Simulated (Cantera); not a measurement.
Input: 1 mol Cu, 0.56 mol F2, equilibrated at 1227 °C and 3.10 Pa.

Method: chemical equilibrium by Gibbs-energy minimisation in Cantera with the NASA 1993 tables (ideal gas, pure condensed phases). Candidate condensed phases: Cu, CuF2; 6 gas species. Rates play no part.

Base state: CuF 0.881, CuF2 0.0983, F 0.0198, Cu 0.000449 (mole fractions); condensed: gas only.

Question: What changes in the equilibrium state with this change: F2 from 0.56 to 0.48 mol?

Answer: 
```json
[
 {"species": "CuF", "before": "0.881", "after": "0.957"},
 {"species": "Cu", "before": "0.000449", "after": "0.0415"},
 {"species": "CuF2", "before": "0.0983", "after": "0.00125"},
 {"species": "F", "before": "0.0198", "after": "0.000233"}
]
```

Question: What changes in the equilibrium state with this change: 0.0098 mol H2O added?

Answer: 
| species | before | after |
|---|---|---|
| CuF | 0.881 | 0.879 |
| CuF2 | 0.0983 | 0.0807 |
| HF | 0 | 0.0188 |
| O2 | 0 | 0.00468 |
| F | 0.0198 | 0.0163 |
| O | 0 | 4.98e-5 |
| Cu | 0.000449 | 0.000544 |
Further candidate phases: CuO, Cu(OH)2, Cu2O, H2O.
